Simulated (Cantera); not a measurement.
Hydrocarbon pyrolysis for carbon deposition

An isothermal, constant-pressure homogeneous reactor starts with C3H8 : H2 = 1 : 3.1 (molar parts), at 1950 K and 1.10 bar.

Computed with Cantera and GRI-Mech 3.0 (53 species, 325 reactions). GRI-Mech 3.0 was tuned for natural gas; its chemistry of propane as a main component is partial and can be far from experiment. GRI-Mech 3.0 stops at C3 and has no aromatics, soot or wall deposition, so with more carbon than oxygen in the feed, carbon stays in small species such as C2H2 where larger ones or solid carbon would form.

| t (s) | x C3H8 | x H2 | x CH4 | x H | x C2H2 |
|---|---|---|---|---|---|
| 9.00e-6 | 2.54e-5 | 0.635 | 0.180 | 0.00155 | 0.0851 |
| 3.99e-5 | 4.84e-7 | 0.659 | 0.168 | 0.000710 | 0.134 |
| 0.000177 | 2.68e-7 | 0.685 | 0.141 | 0.000779 | 0.166 |
| 0.000786 | 6.79e-8 | 0.724 | 0.0873 | 0.000847 | 0.183 |
| 0.00349 | 4.46e-9 | 0.764 | 0.0323 | 0.000927 | 0.200 |
| 0.0155 | 3.95e-10 | 0.780 | 0.0101 | 0.000968 | 0.207 |
| 0.0687 | 2.43e-10 | 0.782 | 0.00719 | 0.000974 | 0.208 |
| 0.305 | 2.42e-10 | 0.782 | 0.00718 | 0.000974 | 0.208 |
| 1.35 | 2.42e-10 | 0.782 | 0.00718 | 0.000974 | 0.208 |
| 6.00 | 2.42e-10 | 0.782 | 0.00718 | 0.000974 | 0.208 |
x: mole fraction; the columns are a selection and need not sum to one.

Equilibrium at this temperature and pressure: C3H8 2.42e-10, H2 0.782, CH4 0.00718, H 0.000974, C2H2 0.208 (gas phase only).
